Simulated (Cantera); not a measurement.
An isothermal, constant-pressure homogeneous reactor starts with C2H4 : H2 = 1 : 3.9 (molar parts), at 1575 K and 25000 Pa. Integrator tolerance rtol = 1e-08.

Computed with Cantera and GRI-Mech 3.0 (53 species, 325 reactions). GRI-Mech 3.0 was tuned for natural gas; its chemistry of ethylene as a main component is partial and can be far from experiment. GRI-Mech 3.0 stops at C3 and has no aromatics, soot or wall deposition, so with more carbon than oxygen in the feed, carbon stays in small species such as C2H2 where larger ones or solid carbon would form.

**Question.** What does this change do: pressure from 25000 Pa to 160 Pa?

**Answer.** 
| quantity | before | after |
|---|---|---|
| x(C2H4) at 200 s | 0.00438 (gas-phase equilibrium 0.00438) | 3.10e-5 (gas-phase equilibrium 3.10e-5) |
| x(H2) at 200 s | 0.811 (gas-phase equilibrium 0.811) | 0.830 (gas-phase equilibrium 0.829) |
| x(C2H) at 200 s | 4.25e-8 (gas-phase equilibrium 4.25e-8) | 5.69e-7 (gas-phase equilibrium 5.69e-7) |
| x(C2H6) at 200 s | 4.44e-6 (gas-phase equilibrium 4.44e-6) | 9.46e-11 (gas-phase equilibrium 2.06e-10) |
| x(CH4) at 200 s | 0.0283 (gas-phase equilibrium 0.0283) | 4.32e-5 (gas-phase equilibrium 0.000195) |
| x(CH3) at 200 s | 5.34e-5 (gas-phase equilibrium 5.34e-5) | 1.01e-6 (gas-phase equilibrium 4.55e-6) |
| x(C2H2) at 200 s | 0.156 (gas-phase equilibrium 0.156) | 0.169 (gas-phase equilibrium 0.169) |
Radical loss at walls, strong at low pressure, is not modelled.

**Question.** What does this change do: pressure from 25000 Pa to 1330 Pa?

**Answer.** 
```csv
quantity,before,after
x(C2H4) at 200 s,0.00438 (gas-phase equilibrium 0.00438),0.000257 (gas-phase equilibrium 0.000257)
x(H2) at 200 s,0.811 (gas-phase equilibrium 0.811),0.829 (gas-phase equilibrium 0.829)
x(C2H) at 200 s,4.25e-8 (gas-phase equilibrium 4.25e-8),1.97e-7 (gas-phase equilibrium 1.96e-7)
x(C2H6) at 200 s,4.44e-6 (gas-phase equilibrium 4.44e-6),1.38e-8 (gas-phase equilibrium 1.42e-8)
x(CH4) at 200 s,0.0283 (gas-phase equilibrium 0.0283),0.00157 (gas-phase equilibrium 0.00162)
x(CH3) at 200 s,5.34e-5 (gas-phase equilibrium 5.34e-5),1.27e-5 (gas-phase equilibrium 1.31e-5)
x(C2H2) at 200 s,0.156 (gas-phase equilibrium 0.156),0.169 (gas-phase equilibrium 0.169)
```
Radical loss at walls, strong at low pressure, is not modelled.
